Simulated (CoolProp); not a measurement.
Vapour-liquid equilibrium of C2F6 (R116) (1) + propane (2) at -14.65 °C; x and y are mole fractions of (1).

Model: multi-fluid Helmholtz-energy mixture model, Lemmon 2006 and Lemmon 2009; pair parameters Bell 2016, in CoolProp.

| x | bubble pressure (bar) | y at the bubble point | dew pressure at overall composition x (bar) | liquid density (mol/L) |
|---|---|---|---|---|
| 0.05 | 5.173 | 0.423 | 3.112 | 12.21 |
| 0.2 | 8.597 | 0.659 | 3.712 | 11.56 |
| 0.35 | 9.803 | 0.711 | 4.584 | 10.95 |
| 0.5 | 10.48 | 0.744 | 5.966 | 10.38 |
| 0.65 | 11.12 | 0.787 | 8.399 | 9.883 |
| 0.8 | 11.75 | 0.853 | 11.27 | 9.481 |
| 0.95 | 12.21 | 0.956 | 12.19 | 9.188 |

No azeotrope shows between x = 0.05 and 0.95.

Pair parameters are fitted to limited data, so mixtures are less certain than the pure fluids. With so large a gap from Raoult's law the liquid may split in two, which this calculation doesn't test in full.
